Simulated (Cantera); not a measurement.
A Cantera script and what it prints.

```python
import numpy as np
import cantera as ct

gas_names = [...]  # 169 gases of nasa_gas.yaml made of C, H, N, O
cond_names = """
    C(gr) C6H6(L) C7H8(L) C8H18(L),n-octa H2O(s) H2O(L)
""".split()


# ... load() reads the species with a 1 bar reference pressure and builds the phases ...
atoms = {
    'acetone': {'C': 3, 'H': 6, 'O': 1},
    'NH3': {'N': 1, 'H': 3},
    'H2': {'H': 2},
}
top_T = {'C(gr)': 4500}  # K; cautious upper limits of use, not melting points


# ... equilibrate(T, P, feed) seeds the gas with the atoms and calls Mixture.equilibrate('TP', solver="vcs", rtol=1e-11, max_steps=5000) ...
results = []
feed = {'acetone': 1, 'NH3': 0.45, 'H2': 0.44}  # mol
P = 2500000  # Pa
for T in [2500, 2750, 3000, 3250, 3500, 3750, 4000, 4250, 4500, 4750, 5000]:
    mix = equilibrate(T, P, feed)
    results.append((T, P, feed, dict(zip(mix.species_names, mix.species_moles))))

top = {s: max(r[3][s] / sum(r[3][g] for g in gas_names) for r in results) for s in gas_names}
cols = sorted((s for s in top if top[s] > 1e-06), key=lambda s: -top[s])[:9]
seen = [c for c in cond_names if any(r[3].get(c, 0) > 1e-12 for r in results)]
print("log10 of partial pressures in bar; condensed amounts in mol")
print(f"{'T/K':>10s}" + "".join(f"{s[:9]:>10s}" for s in cols + seen))
for T, P, feed, n in results:
    ng = sum(n[g] for g in gas_names)
    print(f"{T:10.4g}" + "".join(f"{np.log10(max(n[s] / ng * P / 1e5, 1e-99)):10.3f}" for s in cols)
          + "".join(f"{n.get(c, 0):10.4g}" for c in seen))
```

It prints:

```
log10 of partial pressures in bar; condensed amounts in mol
       T/K        H2         H        CO C2H2,acet       HCN        N2       C2H         C        C3     C(gr)
      2500     1.272    -0.963     0.670    -0.693    -0.539    -0.050    -4.073    -6.779    -6.304      1.83
      2750     1.259    -0.535     0.669    -0.292    -0.329    -0.109    -3.022    -5.423    -4.773     1.647
      3000     1.234    -0.185     0.665     0.028    -0.178    -0.191    -2.156    -4.295    -3.506     1.326
      3250     1.191     0.102     0.659     0.276    -0.078    -0.294    -1.436    -3.342    -2.441    0.8184
      3500     1.126     0.334     0.649     0.457    -0.022    -0.410    -0.836    -2.527    -1.534   0.05814
      3750     1.087     0.545     0.634     0.418    -0.044    -0.453    -0.524    -1.929    -1.075         0
      4000     1.038     0.722     0.611     0.331    -0.087    -0.488    -0.297    -1.425    -0.732         0
      4250     0.973     0.867     0.581     0.192    -0.155    -0.514    -0.149    -1.001    -0.491         0
      4500     0.888     0.983     0.546    -0.007    -0.250    -0.530    -0.080    -0.649    -0.352         0
      4750     0.781     1.071     0.510    -0.264    -0.371    -0.539    -0.083    -0.358    -0.300         0
      5000     0.654     1.136     0.475    -0.569    -0.516    -0.545    -0.145    -0.118    -0.319         0
```

Equilibrium computed with Cantera from the NASA thermochemical tables; the gas is ideal and each condensed phase is pure. The feed counts by its element totals alone.
